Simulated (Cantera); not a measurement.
A closed system holds: 1 mol HMDSO, 0.19 mol CO2, 0.057 mol O2, equilibrated at 1.00 bar.

Points: T (K) = 848, 923, 998, 1073, 1148, 1223, 1298, 1373, 1448, 1523, 1598, 1673, 1748, 1823.

Cantera's Mixture.equilibrate('TP', solver="vcs", rtol=1e-11, max_steps=5000) on the NASA tables stopped like this:

```
ERROR: FAILURE its = 5001!

*******************************************************************************
CanteraError thrown by MultiPhase::equilibrate:
VCS solver failed. Return code: -1
*******************************************************************************
```

### Question
What got this run through?

### Answer
This is not unique; one that fits is The failure is numerical, not chemical. The same input converged with solver="gibbs", rtol=1e-10, max_steps=50000, and the result passed a check of the equilibrium conditions:
```
T = 848 K  P = 100000 Pa  gas = 6.884 mol
   x: H2 6.926e-01  CH4 3.073e-01  C2H6 5.029e-06
   condensed (mol): C(gr) 2.821  SiC(b) 1.253  SiO2(hqz) 0.747
T = 923 K  P = 100000 Pa  gas = 7.739 mol
   x: H2 8.370e-01  CH4 1.630e-01  C2H6 2.694e-06
   condensed (mol): C(gr) 3.676  SiC(b) 1.253  SiO2(hqz) 0.747
T = 998 K  P = 100000 Pa  gas = 8.317 mol
   x: H2 9.178e-01  CH4 8.218e-02  C2H6 1.275e-06
   condensed (mol): C(gr) 4.254  SiC(b) 1.253  SiO2(hqz) 0.747
T = 1073 K  P = 100000 Pa  gas = 8.636 mol
   x: H2 9.578e-01  CH4 4.216e-02  CO 1.499e-06
   condensed (mol): C(gr) 4.573  SiC(b) 1.253  SiO2(hqz) 0.747
T = 1148 K  P = 100000 Pa  gas = 8.8 mol
   x: H2 9.773e-01  CH4 2.272e-02  CO 1.380e-05  C2H4 1.011e-06
   condensed (mol): C(gr) 4.737  SiC(b) 1.253  SiO2(hqz) 0.7469
T = 1223 K  P = 100000 Pa  gas = 8.886 mol
   x: H2 9.869e-01  CH4 1.298e-02  CO 9.623e-05  H2O 1.908e-06  C2H4 1.306e-06
   condensed (mol): C(gr) 4.82  SiC(b) 1.253  SiO2(hqz) 0.7466
T = 1298 K  P = 100000 Pa  gas = 8.935 mol
   x: H2 9.916e-01  CH4 7.833e-03  CO 5.338e-04  H2O 4.920e-06  C2H4 1.620e-06  H 1.067e-06
   condensed (mol): C(gr) 4.86  SiC(b) 1.255  SiO2(hqz) 0.7446
T = 1373 K  P = 100000 Pa  gas = 8.977 mol
   x: H2 9.926e-01  CH4 4.960e-03  CO 2.446e-03  H2O 1.137e-05  H 3.318e-06  SiO 2.678e-06  C2H4 1.946e-06  C2H2,acetylene 1.715e-06
   condensed (mol): C(gr) 4.859  SiC(b) 1.264  SiO2(hqz) 0.736
T = 1448 K  P = 100000 Pa  gas = 9.057 mol
   x: H2 9.872e-01  CO 9.536e-03  CH4 3.251e-03  H2O 2.385e-05  SiO 1.491e-05  H 9.158e-06  C2H2,acetylene 4.692e-06  C2H4 2.262e-06
   condensed (mol): C(gr) 4.778  SiC(b) 1.296  SiO2(hqz) 0.7036
T = 1523 K  P = 100000 Pa  gas = 9.282 mol
   x: H2 9.653e-01  CO 3.240e-02  CH4 2.146e-03  SiO 6.982e-05  H2O 4.562e-05  H 2.271e-05  C2H2,acetylene 1.141e-05  C2H4 2.500e-06  CH3 1.024e-06
   condensed (mol): C(gr) 4.466  SiC(b) 1.403  SiO2(hqz) 0.5961
T = 1598 K  P = 100000 Pa  gas = 9.965 mol
   x: H2 9.004e-01  CO 9.782e-02  CH4 1.335e-03  SiO 2.816e-04  H2O 7.797e-05  H 5.051e-05  C2H2,acetylene 2.425e-05  CO2 2.826e-06  C2H4 2.477e-06  CH3 1.524e-06
   condensed (mol): C(gr) 3.462  SiC(b) 1.739  SiO2(hqz) 0.2578
T = 1673 K  P = 100000 Pa  gas = 10.48 mol
   x: H2 8.565e-01  CO 1.419e-01  CH4 8.905e-04  SiO 5.315e-04  H 1.054e-04  H2O 6.835e-05  C2H2,acetylene 4.880e-05  CO2 3.424e-06  C2H4 2.522e-06  CH3 2.230e-06
   condensed (mol): C(gr) 2.697  SiC(b) 1.994
T = 1748 K  P = 100000 Pa  gas = 10.49 mol
   x: H2 8.566e-01  CO 1.417e-01  SiO 6.748e-04  CH4 6.748e-04  H 2.115e-04  C2H2,acetylene 9.672e-05  H2O 4.515e-05  CH3 3.381e-06  C2H4 2.809e-06  CO2 2.068e-06
   condensed (mol): C(gr) 2.701  SiC(b) 1.993
T = 1823 K  P = 100000 Pa  gas = 10.49 mol
   x: H2 8.565e-01  CO 1.415e-01  SiO 8.395e-04  CH4 5.234e-04  H 4.010e-04  C2H2,acetylene 1.810e-04  H2O 3.088e-05  CH3 4.947e-06  C2H4 3.099e-06  CO2 1.305e-06
   condensed (mol): C(gr) 2.705  SiC(b) 1.991
```

The gas is ideal and each condensed phase is pure. The feed counts by its element totals alone. Mutual solubility and eutectic melting of coexisting phases are not modelled. The tables hold silica as quartz up to 1696 K and as liquid above; real silica turns to tridymite and cristobalite and melts near 1996 K.
